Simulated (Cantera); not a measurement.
Feed: 1 mol Al(CH3)3, 190 mol NH3, 4 mol N2, equilibrated at 1025 K and 0.100 bar.

Cantera equilibrium calculation (NASA polynomials, part measured and part estimated; ideal gas, pure solids and liquids). Candidate condensed phases: Al, AlN, C, C6H6, C7H8, C8H18; 97 gas species. The feed counts by its element totals alone. The numbers say what is thermodynamically allowed, not how fast it happens.

Base state: H2 0.741, N2 0.255, CH4 0.00404, NH3 1.59e-5 (mole fractions); condensed: AlN(s) + C(graphite).

**Question.** What changes in the equilibrium state with this change: pressure from 0.100 bar to 9.90 mbar?

**Answer.** 
```csv
species,before,after
H2,0.741,0.746
N2,0.255,0.254
CH4,0.00404,0.000405
NH3,1.59e-5,1.59e-6
"AlN(s), mol",1.00,1.00
"C(graphite), mol",1.44,2.84
```
